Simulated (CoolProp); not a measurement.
Vapour-liquid equilibrium of propane (1) + R134a (2) at 0.583 MPa; x and y are mole fractions of (1).

The numbers come from the multi-fluid Helmholtz-energy mixture model, Lemmon 2009 and Tillner-Roth 1994; pair parameters Bell 2016 in CoolProp.

```csv
x,"bubble temperature, mixture model (K)","bubble temperature, Raoult's law (K)","y, mixture model","y, Raoult's law"
0.05,287.3,293.0,0.201,0.072
0.125,280.9,291.9,0.379,0.174
0.2,277.3,290.8,0.473,0.270
0.275,275.3,289.8,0.528,0.361
0.35,274.2,288.7,0.562,0.446
0.425,273.5,287.6,0.586,0.526
0.5,273.1,286.6,0.605,0.601
0.575,272.9,285.6,0.625,0.672
0.65,272.8,284.6,0.646,0.739
0.725,272.9,283.6,0.675,0.802
0.8,273.4,282.6,0.716,0.860
0.875,274.6,281.6,0.779,0.915
0.95,277.1,280.7,0.886,0.967
```

The largest gap from Raoult's law is -14.5 K in bubble temperature, at x = 0.35. y crosses x between x = 0.575 and 0.65: the model has an azeotrope there.

Pair parameters are fitted to limited data, so mixtures are less certain than the pure fluids. With so large a gap from Raoult's law the liquid may split in two, which this calculation doesn't test in full.
